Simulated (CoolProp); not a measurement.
Values from CoolProp's reference Helmholtz-energy equation of state, Schroeder 2014.

Question: For ethanol, give the phase and the Z, viscosity (µPa s) at 542.7 K and 7110 kPa; 607.1 K and 7110 kPa.

Answer: 
- 542.7 K and 7110 kPa: supercritical; Z 0.615, viscosity 20.1
- 607.1 K and 7110 kPa: supercritical; Z 0.826, viscosity 20.5

Viscosity comes from a separate model (Kiselev 2005).
